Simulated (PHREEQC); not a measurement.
A solution holds 0.058 mol/kgw H2SO4, 0.015 mol/kgw Li2SO4 and 0.0011 mol/kgw Fe2(SO4)3, at 35 °C. Closed to the air; pH follows from the charge balance.

All values are PHREEQC results (ion-association model, wateq4f.dat), not measurements.

Each row changes one thing in this solution. Precipitation was switched off in this run.

```csv
case,pH,ionic strength (mol/kgw),HSO4- (mol/kgw),SO4-2 (mol/kgw),FeSO4+ (mol/kgw),FeHSO4+2 (mol/kgw),SI of Goethite (FeOOH),SI of Hematite (Fe2O3)
as made,1.30,0.113,0.0540,0.0191,0.00146,0.000436,+0.33,+2.71
Li2SO4 left out,1.24,0.0864,0.0458,0.0132,0.00146,0.000473,+0.28,+2.61
H2SO4 left out,3.31,0.0485,0.000515,0.0154,0.00115,2.79e-6,+6.27,+14.59
temperature from 35 to 25 °C,1.28,0.118,0.0512,0.0217,0.00144,0.000440,-0.05,+1.92
0.0018 mol/kgw CdCl2 added,1.29,0.117,0.0534,0.0189,0.00145,0.000440,+0.32,+2.70
H2SO4 replaced by CdSO4 at the same molality,3.40,0.148,0.000656,0.0317,0.00104,2.57e-6,+6.31,+14.67
diluted 10-fold with water,2.11,0.0164,0.00291,0.00448,0.000180,5.64e-6,+2.31,+6.67
0.043 mol/kgw HNO3 added,1.10,0.146,0.0593,0.0141,0.00130,0.000649,-0.17,+1.72
```

Some of these states are supersaturated (in Hematite (slow to form), Goethite (slow to form), for instance).
